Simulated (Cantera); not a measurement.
Charge: 1 mol borazine, 0.84 mol O₂, 47 mol H₂, at 1998 K and 75.0 Torr.

These are equilibrium values from Cantera (NASA tables, ideal gas, pure condensed phases), not measurements of a reactor. Candidate condensed phases: B, BN, B₂O₃, B₃O₃H₃, H₂O; 39 gas species. The feed counts by its element totals alone. The tables' values for BH₂ are old estimates; treat these amounts as uncertain. Kinetics and transport are ignored.

Base state: H₂ 0.949, HBO 0.0258, N₂ 0.0161, H 0.00494, BO 0.00195, B₂O₂ 0.00191, HBO₂ 0.000235, B₂O₃ 0.000120 (mole fractions); condensed: BN(s).

Q: What changes in the equilibrium state with this change: O₂ from 0.84 to 0.41 mol?

A: 
| species | before | after |
|---|---|---|
| H₂ | 0.949 | 0.971 |
| HBO | 0.0258 | 0.0138 |
| N₂ | 0.0161 | 0.00809 |
| B₂O₃ | 0.000120 | 1.27e-5 |
| HBO₂ | 0.000235 | 4.74e-5 |
| B₂O₂ | 0.00191 | 0.000537 |
| H₂O | 4.77e-5 | 1.84e-5 |
| BN(s), mol | 1.33 | 2.17 |

Q: What changes in the equilibrium state with this change: H₂ from 47 to 9.7 mol?

A: 
```json
[
 {"species": "H₂", "before": "0.949", "after": "0.849"},
 {"species": "HBO", "before": "0.0258", "after": "0.0654"},
 {"species": "N₂", "before": "0.0161", "after": "0.0549"},
 {"species": "B₂O₂", "before": "0.00191", "after": "0.0137"},
 {"species": "B₂O₃", "before": "0.000120", "after": "0.00430"},
 {"species": "HBO₂", "before": "0.000235", "after": "0.00296"},
 {"species": "BN(s), mol", "before": "1.33", "after": "1.43"}
]
```
